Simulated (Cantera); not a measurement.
Input: 1 mol Si, a varied amount of F2, 0.33 mol H2, equilibrated at 723.15 K and 100 Torr.

Method: chemical equilibrium by Gibbs-energy minimisation in Cantera with the NASA 1993 tables (ideal gas, pure condensed phases). Candidate condensed phases: Si; 25 gas species. The numbers say what is thermodynamically allowed, not how fast it happens.

At 4.9 mol F2, list the 4 most abundant gas species with their mole fractions, and the condensed phases.

F2 0.604, SiF4 0.236, HF 0.156, F 0.00480. Condensed: gas only.
